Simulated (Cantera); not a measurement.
A Cantera script and what it prints.

```python
import numpy as np
import cantera as ct

gas_names = """
    H HO2 H2 H2O H2O2 H2S H2SO4 O OH O2 O3 S SH SO SO2 SO3 S2 S2O S8
""".split()
cond_names = """
    H2O(s) H2O(L) H2SO4(L) S(cr1) S(cr2) S(L)
""".split()


# ... load() reads the species with a 1 bar reference pressure and builds the phases ...
atoms = {
    'SO2': {'S': 1, 'O': 2},
    'H2O': {'H': 2, 'O': 1},
    'O2': {'O': 2},
}
top_T = {}  # K; cautious upper limits of use, not melting points


# ... equilibrate(T, P, feed) seeds the gas with the atoms and calls Mixture.equilibrate('TP', solver="vcs", rtol=1e-11, max_steps=5000) ...
results = []
feed = {'SO2': 1, 'H2O': 0.11, 'O2': 2.1}  # mol
T = 1573.15  # K
P = 190000  # Pa
mix = equilibrate(T, P, feed)
results.append((T, P, feed, dict(zip(mix.species_names, mix.species_moles))))
print(gas.report(threshold=1e-06))
for i in range(1, mix.n_phases):
    print(f"{mix.phase(i).name:16s} {mix.phase_moles(i):12.5e} mol")
```

Result:

```
       temperature   1573.2 K
          pressure   1.9e+05 Pa
           density   0.60558 kg/m^3
  mean mol. weight   41.689 kg/kmol
   phase of matter   gas

                          1 kg             1 kmol
                     ---------------   ---------------
          enthalpy       -1.2238e+06       -5.1018e+07  J
   internal energy       -1.5375e+06       -6.4098e+07  J
           entropy            6800.7        2.8352e+05  J/K
    Gibbs function       -1.1922e+07       -4.9703e+08  J
 heat capacity c_p            1048.8             43722  J/K
 heat capacity c_v            849.33             35408  J/K

                      mass frac. Y      mole frac. X     chem. pot. / RT
                     ---------------   ---------------   ---------------
               H2O          0.014853          0.034371           -47.686
                 O        2.3536e-06        6.1329e-06           -13.862
                OH        3.8836e-05        9.5198e-05           -30.774
                O2           0.50092           0.65263           -27.724
               SO2           0.46716           0.30403           -57.977
               SO3          0.017028         0.0088672           -71.839
     [  +13 minor]         9.068e-07        1.0453e-06

S(L)              0.00000e+00 mol
```

Method: chemical equilibrium by Gibbs-energy minimisation in Cantera with the NASA 1993 tables (ideal gas, pure condensed phases).
